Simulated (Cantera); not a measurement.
What does this Cantera script print?

```python
import numpy as np
import cantera as ct

gas = ct.Solution("gri30.yaml")
gas.TPX = 1900, 150, {'C2H4': 1, 'H2': 1.8, 'N2': 0.012}
inlet = ct.Reservoir(gas, clone=True)

reactor = ct.IdealGasConstPressureReactor(gas, energy="off", clone=False)
exhaust = ct.Reservoir(gas, clone=True)
tau = [8.3, 2.5, 0.77, 0.24, 0.072, 0.022, 0.0067][0]
for a, b in ((inlet, reactor), (reactor, exhaust)):
    ct.MassFlowController(a, b, mdot=lambda t: reactor.mass / tau)
net = ct.ReactorNet([reactor])
show = ['C2H4', 'H2', 'H', 'CH2', 'C2H2', 'C2H6']

rows = []
print(f"{'tau/s':>10s}{'T/K':>9s}" + "".join(f"{s:>11s}" for s in show))
for tau in [8.3, 2.5, 0.77, 0.24, 0.072, 0.022, 0.0067]:
    net.initial_time = 0.0
    net.advance(30 * tau)
    before = gas.X
    net.advance(40 * tau)
    drift = np.max(np.abs(gas.X - before) / (gas.X + 1e-9))
    rows.append([gas.T, *gas[show].X, drift])
    print(f"{tau:10.3e}{gas.T:9.1f}" + "".join(f"{x:11.3e}" for x in gas[show].X))
```

Result:

```
     tau/s      T/K       C2H4         H2          H        CH2       C2H2       C2H6
 8.300e+00   1900.0  2.108e-04  7.318e-01  2.991e-03  4.411e-08  2.617e-01  7.482e-11
 2.500e+00   1900.0  1.421e-03  7.331e-01  1.163e-03  1.430e-08  2.611e-01  2.898e-10
 7.700e-01   1900.0  7.166e-03  7.321e-01  5.312e-04  2.141e-08  2.569e-01  1.250e-09
 2.400e-01   1900.0  2.767e-02  7.269e-01  2.948e-04  4.456e-08  2.418e-01  4.381e-09
 7.200e-02   1900.0  8.630e-02  7.114e-01  1.943e-04  9.268e-08  1.986e-01  1.263e-08
 2.200e-02   1900.0  1.905e-01  6.838e-01  1.329e-04  1.428e-07  1.216e-01  2.508e-08
 6.700e-03   1900.0  2.878e-01  6.580e-01  6.803e-05  1.079e-07  4.990e-02  3.175e-08
```

Model: GRI-Mech 3.0 (53 species, 325 reactions), integrated in Cantera. GRI-Mech 3.0 was tuned for natural gas; its chemistry of ethylene as a main component is partial and can be far from experiment. GRI-Mech 3.0 stops at C3 and has no aromatics, soot or wall deposition, so with more carbon than oxygen in the feed, carbon stays in small species such as C2H2 where larger ones or solid carbon would form. Radical loss at walls, strong at low pressure, is not modelled.
